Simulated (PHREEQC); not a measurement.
## Nickel, zinc or cadmium bath

A solution holds 120 mmol/kgw NiSO4, 0.75 mmol/kgw Na2SO4 and 0.064 mmol/kgw H2SO4, at 20 °C. Closed to the air; pH follows from the charge balance.

Equilibrium calculation in PHREEQC: ion-association model, wateq4f.dat.

Precipitation was switched off in this run.

Task: What pH, ionic strength does the model give?

Result: pH 4.42; ionic strength 0.254 mol/kgw.

Task: In which forms is Ni present?

Result: Ni+2 52 %, NiSO4 47 % of the Ni.
